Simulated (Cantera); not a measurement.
A perfectly stirred reactor is fed with C3H8 : H2 = 1 : 9.4 (molar parts), at 0.0750 Torr; it is held at 1350 K, and followed from long to short residence time.

Computed with Cantera and GRI-Mech 3.0 (53 species, 325 reactions). GRI-Mech 3.0 was tuned for natural gas; its chemistry of propane as a main component is partial and can be far from experiment. GRI-Mech 3.0 stops at C3 and has no aromatics, soot or wall deposition, so with more carbon than oxygen in the feed, carbon stays in small species such as C2H2 where larger ones or solid carbon would form. Radical loss at walls, strong at low pressure, is not modelled.

x: mole fraction; the columns are a selection and need not sum to one.

```json
[
 {"τ (s)": "0.61", "x C3H8": "0.0111", "x H2": "0.831", "x H": "0.00120", "x CH4": "0.0801", "x C2H": "1.54e-8", "x CH3": "0.00481"},
 {"τ (s)": "0.26", "x C3H8": "0.0223", "x H2": "0.839", "x H": "0.00123", "x CH4": "0.0672", "x C2H": "6.86e-9", "x CH3": "0.00685"},
 {"τ (s)": "0.11", "x C3H8": "[?]", "x H2": "0.859", "x H": "[?]", "x CH4": "[?]", "x C2H": "[?]", "x CH3": "[?]"},
 {"τ (s)": "0.049", "x C3H8": "0.0732", "x H2": "0.883", "x H": "0.000551", "x CH4": "0.0172", "x C2H": "7.35e-11", "x CH3": "0.00650"},
 {"τ (s)": "0.021", "x C3H8": "0.0893", "x H2": "0.898", "x H": "0.000260", "x CH4": "0.00382", "x C2H": "1.70e-12", "x CH3": "0.00323"},
 {"τ (s)": "0.0093", "x C3H8": "0.0941", "x H2": "0.902", "x H": "0.000122", "x CH4": "0.000696", "x C2H": "<1e-12", "x CH3": "0.00132"},
 {"τ (s)": "0.0040", "x C3H8": "0.0955", "x H2": "0.903", "x H": "5.25e-5", "x CH4": "0.000110", "x C2H": "<1e-12", "x CH3": "0.000484"},
 {"τ (s)": "0.0018", "x C3H8": "0.0959", "x H2": "0.904", "x H": "[?]", "x CH4": "[?]", "x C2H": "<1e-12", "x CH3": "[?]"}
]
```

Q: What belongs in the gaps?

A: 
- 0.11, x C3H8: 0.0452
- 0.11, x H: 0.000965
- 0.11, x CH4: 0.0434
- 0.11, x C2H: 1.25e-9
- 0.11, x CH3: 0.00825
- 0.0018, x H: 2.03e-5
- 0.0018, x CH4: 1.99e-5
- 0.0018, x CH3: 0.000194
